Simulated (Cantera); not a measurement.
What does this Cantera script print?

```python
import numpy as np
import cantera as ct

gas_names = """
    C CH CH2 CH3 CH2OH CH3O CH4 CH3OH CN CO CO2 COOH C2 C2H CHCO,ketyl C2H2,acetylene C2H2,vinylidene
    CH2CO,ketene C2H3,vinyl CH3CN CH3CO,acetyl C2H4 C2H4O,ethylen CH3CHO,ethanal CH3COOH (HCOOH)2 C2H5
    C2H6 CH3OCH3 C2H5OH CCN CNC C2N2 C2O C3 C3H3,propargyl C3H4,allene C3H4,propyne C3H4,cyclo-
    C3H5,allyl C3H6,propylene C3H6,cyclo- C3H6O C3H7,n-propyl C3H7,i-propyl C3H8 C3H8O,1propanol
    C3H8O,2propanol C3O2 C4 C4H2 C4H4,1,3-cyclo- C4H6,butadiene C4H6,2-butyne C4H6,cyclo- C4H8,1-butene
    C4H8,cis2-buten C4H8,tr2-butene C4H8,isobutene C4H8,cyclo- (CH3COOH)2 C4H9,n-butyl C4H9,i-butyl
    C4H9,s-butyl C4H9,t-butyl C4H10,isobutane C4H10,n-butane C4N2 C5 C5H6,1,3cyclo- C5H8,cyclo-
    C5H10,1-pentene C5H10,cyclo- C5H11,pentyl C5H11,t-pentyl C5H12,n-pentane C5H12,i-pentane
    CH3C(CH3)2CH3 C6H2 C6H5,phenyl C6H5O,phenoxy C6H6 C6H5OH,phenol C6H10,cyclo- C6H12,1-hexene
    C6H12,cyclo- C6H13,n-hexyl C7H7,benzyl C7H8 C7H8O,cresol C7H14,1-heptene C7H15,n-heptyl
    C7H16,n-heptane C8H8,styrene C8H10,ethylbenz C8H16,1-octene C8H17,n-octyl C8H18,isooctane
    C8H18,n-octane C9H19,n-nonyl C10H8,naphthale C10H21,n-decyl C12H9,o-bipheny C12H10,bipheny Fe FeC5O5
    FeO Fe(OH)2 H HCN HCO HCCN HNC HNCO HNO HNO2 HNO3 HO2 H2 HCHO,formaldehy HCOOH H2O H2O2 N NCO NH NH2
    NH3 NH2OH NO NO2 NO3 N2 N2H2 N2H4 N2O O OH O2 O3
""".split()
cond_names = """
    C(gr) C6H6(L) C7H8(L) C8H18(L),n-octa Fe(a) Fe(c) Fe(d) Fe(L) FeC5O5(L) FeO(s) FeO(L) Fe(OH)2(s)
    Fe(OH)3(s) Fe2O3(s) Fe3O4(s) H2O(s) H2O(L)
""".split()


def load(file, names, dense=False):
    # The tables refer to 1 bar. Condensed volumes are neglected.
    table = {s.name: s for s in ct.Species.list_from_file(file)}
    out = []
    for n in names:
        d = dict(table[n].input_data)
        d["thermo"] = dict(d["thermo"], **{"reference-pressure": 1e5})
        if dense:
            d["equation-of-state"] = {"model": "constant-volume", "density": "1e6 g/cm^3"}
        out.append(ct.Species.from_dict(d))
    return out


gas = ct.Solution(thermo="ideal-gas", species=load("nasa_gas.yaml", gas_names))
cond = {s.name: ct.Solution(thermo="fixed-stoichiometry", species=[s], name=s.name)
        for s in load("nasa_condensed.yaml", cond_names, dense=True)}
atoms = {
    'Fe(CO)5': {'Fe': 1, 'C': 5, 'O': 5},
    'H2': {'H': 2},
    'N2': {'N': 2},
}
top_T = {'C(gr)': 4500, 'Fe2O3(s)': 1830, 'Fe3O4(s)': 1870}  # K; cautious upper limits of use, not melting points


def equilibrate(T, P, feed):
    n = {}
    for name, mol in feed.items():
        for a, k in atoms[name].items():
            n[a] = n.get(a, 0.0) + k * mol
    gas.TPX = T, P, n
    mass = sum(n.values()) * gas.mean_molecular_weight
    gas.equilibrate("TP")
    valid = [c for c in cond.values() if c.min_temp <= T <= top_T.get(c.name, c.max_temp)]
    mix = ct.Mixture([(gas, mass / gas.mean_molecular_weight)] + [(c, 0.0) for c in valid])
    mix.T, mix.P = T, P
    mix.equilibrate("TP", solver="vcs", rtol=1e-11, max_steps=5000)
    return mix


results = []
feed = {'Fe(CO)5': 1, 'H2': 0.77, 'N2': 4.3}  # mol
T = 1348  # K
P = 133.322  # Pa
mix = equilibrate(T, P, feed)
results.append((T, P, feed, dict(zip(mix.species_names, mix.species_moles))))
x = sorted(zip(gas.X, gas.species_names), reverse=True)
print(f"T = {T:g} K  P = {P:g} Pa  gas = {mix.phase_moles(0):.4g} mol")
print("   x: " + "  ".join(f"{s} {v:.3e}" for v, s in x if v > 0.0001))
print("   condensed (mol): " + ("  ".join(f"{mix.phase(i).name} {mix.phase_moles(i):.4g}"
      for i in range(1, mix.n_phases) if mix.phase_moles(i) > 1e-12) or "none"))
```

It prints:

```
T = 1348 K  P = 133.322 Pa  gas = 10.07 mol
   x: CO 4.965e-01  N2 4.270e-01  H2 7.645e-02
   condensed (mol): Fe(c) 1
```

Method: chemical equilibrium by Gibbs-energy minimisation in Cantera with the NASA 1993 tables (ideal gas, pure condensed phases).
